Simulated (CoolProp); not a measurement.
Carbonyl sulfide at several states: fugacity coefficient from the reference equation and from simpler models built on Tc = 378.8 K, pc = 6369 kPa, ω = 0.098; each cubic takes its own stable root.

Values from CoolProp's reference Helmholtz-energy equation of state, Lemmon 2006. It is a short technical equation, of lower accuracy than the large ones.

| T (K) | p (kPa) | phase | reference |
|---|---|---|---|
| 370.9 | 1370 | gas | 0.9240 |
| 247.1 | 62.1 | gas | 0.9879 |
| 256.2 | 1330 | liquid | 0.2727 |
| 521.5 | 56.2 | gas | 0.9989 |
| 296.6 | 17600 | liquid | 0.08928 |

**Question.** How far does each simpler model (Redlich-Kwong, Peng-Robinson) lie from the reference over these 5 states: mean and median of the absolute difference, and the worst?

**Answer.** 
- Redlich-Kwong: mean 4.2 %, median 0.1 %, worst +11.3 % at 296.6 K and 17600 kPa
- Peng-Robinson: mean 0.8 %, median 0.2 %, worst -2.6 % at 296.6 K and 17600 kPa
